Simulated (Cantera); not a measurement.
A Cantera script and what it prints.

```python
import numpy as np
import cantera as ct

gas_names = """
    CL CL2 H HCL H2 Si SiCL SiCL2 SiCL3 SiCL4 SiH SiHCL3 SiH2 SiH2CL2 SiH3 SiH3CL SiH4 Si2 Si3
""".split()
cond_names = """
    Si(cr) Si(L)
""".split()


def load(file, names, dense=False):
    # The tables refer to 1 bar. Condensed volumes are neglected.
    table = {s.name: s for s in ct.Species.list_from_file(file)}
    out = []
    for n in names:
        d = dict(table[n].input_data)
        d["thermo"] = dict(d["thermo"], **{"reference-pressure": 1e5})
        if dense:
            d["equation-of-state"] = {"model": "constant-volume", "density": "1e6 g/cm^3"}
        out.append(ct.Species.from_dict(d))
    return out


gas = ct.Solution(thermo="ideal-gas", species=load("nasa_gas.yaml", gas_names))
cond = {s.name: ct.Solution(thermo="fixed-stoichiometry", species=[s], name=s.name)
        for s in load("nasa_condensed.yaml", cond_names, dense=True)}
atoms = {
    'SiH2Cl2': {'Si': 1, 'H': 2, 'CL': 2},
    'H2': {'H': 2},
}
top_T = {}  # K; cautious upper limits of use, not melting points


def equilibrate(T, P, feed):
    n = {}
    for name, mol in feed.items():
        for a, k in atoms[name].items():
            n[a] = n.get(a, 0.0) + k * mol
    gas.TPX = T, P, n
    mass = sum(n.values()) * gas.mean_molecular_weight
    gas.equilibrate("TP")
    valid = [c for c in cond.values() if c.min_temp <= T <= top_T.get(c.name, c.max_temp)]
    mix = ct.Mixture([(gas, mass / gas.mean_molecular_weight)] + [(c, 0.0) for c in valid])
    mix.T, mix.P = T, P
    mix.equilibrate("TP", solver="vcs", rtol=1e-11, max_steps=5000)
    return mix


results = []
feed = {'SiH2Cl2': 1, 'H2': 4.1}  # mol
P = 2300  # Pa
for T in [1250, 1300, 1350, 1400, 1450, 1500, 1550, 1600, 1650, 1700]:
    mix = equilibrate(T, P, feed)
    results.append((T, P, feed, dict(zip(mix.species_names, mix.species_moles))))
    x = sorted(zip(gas.X, gas.species_names), reverse=True)
    print(f"T = {T:g} K  P = {P:g} Pa  gas = {mix.phase_moles(0):.4g} mol")
    print("   x: " + "  ".join(f"{s} {v:.3e}" for v, s in x if v > 1e-06))
    print("   condensed (mol): " + ("  ".join(f"{mix.phase(i).name} {mix.phase_moles(i):.4g}"
          for i in range(1, mix.n_phases) if mix.phase_moles(i) > 1e-12) or "none"))
```

Result:

```
T = 1250 K  P = 2300 Pa  gas = 5.871 mol
   x: H2 8.109e-01  HCL 1.081e-01  SiCL2 3.623e-02  SiCL4 2.607e-02  SiCL3 1.149e-02  SiHCL3 6.963e-03  SiH2CL2 2.530e-04  H 2.870e-06  SiH3CL 2.551e-06
   condensed (mol): Si(cr) 0.5244
T = 1300 K  P = 2300 Pa  gas = 5.941 mol
   x: H2 7.946e-01  HCL 1.225e-01  SiCL2 5.036e-02  SiCL4 1.598e-02  SiCL3 1.164e-02  SiHCL3 4.723e-03  SiH2CL2 1.969e-04  H 6.502e-06  SiH3CL 2.308e-06
   condensed (mol): Si(cr) 0.5074
T = 1350 K  P = 2300 Pa  gas = 5.998 mol
   x: H2 7.824e-01  HCL 1.324e-01  SiCL2 6.298e-02  SiCL3 1.046e-02  SiCL4 8.659e-03  SiHCL3 2.931e-03  SiH2CL2 1.447e-04  H 1.390e-05  SiH3CL 2.031e-06  CL 1.959e-06
   condensed (mol): Si(cr) 0.4891
T = 1400 K  P = 2300 Pa  gas = 6.037 mol
   x: H2 7.748e-01  HCL 1.380e-01  SiCL2 7.251e-02  SiCL3 8.573e-03  SiCL4 4.303e-03  SiHCL3 1.710e-03  SiH2CL2 1.023e-04  H 2.823e-05  CL 4.140e-06  SiH3CL 1.759e-06  SiCL 1.545e-06
   condensed (mol): Si(cr) 0.4735
T = 1450 K  P = 2300 Pa  gas = 6.061 mol
   x: H2 7.706e-01  HCL 1.405e-01  SiCL2 7.906e-02  SiCL3 6.672e-03  SiCL4 2.058e-03  SiHCL3 9.724e-04  SiH2CL2 7.115e-05  H 5.474e-05  CL 8.132e-06  SiCL 3.682e-06  SiH3CL 1.513e-06
   condensed (mol): Si(cr) 0.4616
T = 1500 K  P = 2300 Pa  gas = 6.075 mol
   x: H2 7.684e-01  HCL 1.413e-01  SiCL2 8.346e-02  SiCL3 5.083e-03  SiCL4 9.829e-04  SiHCL3 5.536e-04  H 1.017e-04  SiH2CL2 4.958e-05  CL 1.508e-05  SiCL 8.164e-06  SiH3CL 1.304e-06  SiH2 1.151e-06
   condensed (mol): Si(cr) 0.4524
T = 1550 K  P = 2300 Pa  gas = 6.084 mol
   x: H2 7.674e-01  HCL 1.411e-01  SiCL2 8.651e-02  SiCL3 3.858e-03  SiCL4 4.793e-04  SiHCL3 3.204e-04  H 1.819e-04  SiH2CL2 3.494e-05  CL 2.671e-05  SiCL 1.706e-05  SiH2 2.143e-06  Si 1.444e-06  SiH3CL 1.128e-06
   condensed (mol): Si(cr) 0.445
T = 1600 K  P = 2300 Pa  gas = 6.089 mol
   x: H2 7.670e-01  HCL 1.405e-01  SiCL2 8.872e-02  SiCL3 2.946e-03  H 3.140e-04  SiCL4 2.409e-04  SiHCL3 1.899e-04  CL 4.549e-05  SiCL 3.387e-05  SiH2CL2 2.500e-05  Si 4.239e-06  SiH2 3.839e-06  SiH 1.227e-06
   condensed (mol): Si(cr) 0.4388
T = 1650 K  P = 2300 Pa  gas = 6.094 mol
   x: H2 7.668e-01  HCL 1.396e-01  SiCL2 9.038e-02  SiCL3 2.271e-03  H 5.245e-04  SiCL4 1.253e-04  SiHCL3 1.155e-04  CL 7.487e-05  SiCL 6.430e-05  SiH2CL2 1.819e-05  Si 1.165e-05  SiH2 6.638e-06  SiH 2.826e-06
   condensed (mol): Si(cr) 0.4333
T = 1700 K  P = 2300 Pa  gas = 6.097 mol
   x: H2 7.662e-01  HCL 1.396e-01  SiCL2 9.116e-02  SiCL3 1.775e-03  H 8.504e-04  CL 1.205e-04  SiCL 1.157e-04  SiHCL3 7.226e-05  SiCL4 6.806e-05  Si 2.950e-05  SiH2CL2 1.338e-05  SiH2 1.087e-05  SiH 6.060e-06
   condensed (mol): Si(L) 0.4314
```

These are equilibrium values from Cantera (NASA tables, ideal gas, pure condensed phases), not measurements of a reactor. The tables' values for SiCl3, SiCl are old estimates; treat these amounts as uncertain. Gases not in the tables: Si2H6 and higher silanes.
